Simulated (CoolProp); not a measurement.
Computed with CoolProp (reference Helmholtz-energy equation of state, Lemmon 2006). It is a short technical equation, of lower accuracy than the large ones.

Q: For CH3F (R41), give the phase and the density (kg/m³), cp (kJ/(kg K)), speed of sound (m/s), expansivity (1/kK) at 216.8 K and 22.5 bar; 320.9 K and 22.5 bar.

A: 
- 216.8 K and 22.5 bar: liquid; density 837, cp 2.11, speed of sound 973, expansivity 2.69
- 320.9 K and 22.5 bar: gas; density 34.0, cp 1.53, speed of sound 287, expansivity 5.37
